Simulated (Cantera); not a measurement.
**Low-pressure radical oxidation in H2/O2**

An isothermal, constant-pressure homogeneous reactor starts with 20.5 % H2, 51.3 % O2, 28.2 % N2, equivalence ratio 0.20, at 1450 K and 7.50 Torr.

Cantera simulation using GRI-Mech 3.0 (53 species, 325 reactions); the numbers are that mechanism's predictions, not measurements. Radical loss at walls, strong at low pressure, is not modelled. The temperature is held fixed by assumption; the heat of reaction is taken as removed at once.

```csv
t (s),x H2,x O2,x NO,x NO2,x H
3.00e-5,0.205,0.513,<1e-12,<1e-12,9.88e-8
0.000119,0.205,0.513,<1e-12,<1e-12,8.87e-7
0.000475,0.203,0.512,<1e-12,<1e-12,0.000747
0.00189,0.0138,0.392,2.67e-7,1.57e-12,0.0678
0.00754,0.0131,0.398,1.53e-6,9.62e-12,0.0600
0.0300,0.0100,0.415,4.73e-6,3.88e-11,0.0360
0.119,0.00298,0.445,7.31e-6,1.63e-10,0.00499
0.475,0.000223,0.456,7.57e-6,8.76e-10,9.84e-5
1.89,1.98e-5,0.457,7.60e-6,2.21e-9,2.60e-6
7.54,4.05e-6,0.457,7.60e-6,5.84e-9,2.41e-7
30.0,3.22e-6,0.457,7.61e-6,7.02e-9,1.71e-7
```
x: mole fraction; the columns are a selection and need not sum to one.

Equilibrium at this temperature and pressure: H2 3.22e-6, O2 0.457, NO 0.000889, NO2 8.19e-7, H 1.71e-7 (gas phase only).
